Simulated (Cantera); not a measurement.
**Chlorosilane synthesis and conversion: Si + Cl₂ + H₂**

Input: 1 mol Si, 0.57 mol Cl₂, 19 mol H₂, equilibrated at 1.00 bar.

Equilibrium computed with Cantera from the NASA thermochemical tables; the gas is ideal and each condensed phase is pure. Candidate condensed phases: Si; 19 gas species. The tables' values for SiCl₃ are old estimates; treat these amounts as uncertain. The numbers say what is thermodynamically allowed, not how fast it happens.

```json
[
 {"T (°C)": "850", "x H₂": "0.972", "x HCl": "0.0145", "x SiHCl₃": "0.00623", "x SiCl₂": "0.000459", "x SiCl₄": "0.00543", "n Si(s)": "0.740"},
 {"T (°C)": "900", "x H₂": "0.969", "x HCl": "0.0191", "x SiHCl₃": "0.00539", "x SiCl₂": "0.000861", "x SiCl₄": "0.00457", "n Si(s)": "0.762"},
 {"T (°C)": "950", "x H₂": "0.965", "x HCl": "0.0241", "x SiHCl₃": "0.00445", "x SiCl₂": "0.00147", "x SiCl₄": "0.00361", "n Si(s)": "0.785"},
 {"T (°C)": "1000", "x H₂": "0.961", "x HCl": "0.0291", "x SiHCl₃": "0.00346", "x SiCl₂": "0.00228", "x SiCl₄": "0.00262", "n Si(s)": "0.806"},
 {"T (°C)": "1050", "x H₂": "0.957", "x HCl": "0.0336", "x SiHCl₃": "0.00250", "x SiCl₂": "0.00322", "x SiCl₄": "0.00173", "n Si(s)": "0.825"},
 {"T (°C)": "1100", "x H₂": "0.955", "x HCl": "0.0372", "x SiHCl₃": "0.00169", "x SiCl₂": "0.00417", "x SiCl₄": "0.00104", "n Si(s)": "0.838"},
 {"T (°C)": "1150", "x H₂": "0.952", "x HCl": "0.0397", "x SiHCl₃": "0.00107", "x SiCl₂": "0.00499", "x SiCl₄": "0.000577", "n Si(s)": "0.847"},
 {"T (°C)": "1200", "x H₂": "0.951", "x HCl": "0.0413", "x SiHCl₃": "0.000661", "x SiCl₂": "0.00563", "x SiCl₄": "0.000305", "n Si(s)": "0.852"}
]
```
x: gas mole fraction; n: condensed amount in mol.

From 850 °C to 1200 °C the condensed part is Si(s). The main Si-bearing gas is SiHCl₃ at 850 °C and SiCl₂ at 1200 °C. The share of Si in condensed phases is highest at 1200 °C (85.2 %) and lowest at 850 °C (74.0 %).
